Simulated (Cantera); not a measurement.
## Reactions in the system H-N-O-V

Standard-state values (1 bar) from the NASA 1993 polynomials, evaluated with Cantera. Values are per mole of reaction as written; species without (g) are pure solids or liquids, kept so even where they would boil at 1 bar. VN: taken at fixed stoichiometry.

2 NO(g) + V2O3 + 3 H2(g) = V2O5 + 2 NH3(g)

| T (K) | ΔH° (kJ) | ΔS° (J/K) | ΔG° (kJ) | log10 K |
|---|---|---|---|---|
| 975 | -554.6 | -355.6 | -207.9 | 11.14 |
| 1025 | -554.3 | -355.3 | -190.1 | 9.69 |
| 1075 | -553.9 | -354.9 | -172.4 | 8.38 |
| 1125 | -553.6 | -354.6 | -154.6 | 7.18 |
| 1175 | -553.3 | -354.4 | -136.9 | 6.09 |
| 1225 | -553.1 | -354.2 | -119.2 | 5.08 |
| 1275 | -552.8 | -354.0 | -101.5 | 4.16 |
| 1325 | -552.6 | -353.8 | -83.8 | 3.30 |
| 1375 | -552.4 | -353.7 | -66.1 | 2.51 |

5 V2O3 + 4 N(g) = 3 V2O5 + 4 VN

```
T (K)  ΔH° (kJ)  ΔS° (J/K)  ΔG° (kJ)  log10 K
-----  --------  ---------  --------  -------
975     -1139.3     -392.7    -756.4    40.52
1025    -1138.6     -392.0    -736.8    37.55
1075    -1138.1     -391.5    -717.2    34.85
1125    -1137.9     -391.3    -697.6    32.39
1175    -1137.9     -391.4    -678.1    30.14
1225    -1138.2     -391.6    -658.5    28.08
1275    -1138.8     -392.1    -638.9    26.17
1325    -1139.6     -392.7    -619.3    24.41
1375    -1140.7     -393.5    -599.6    22.78
```
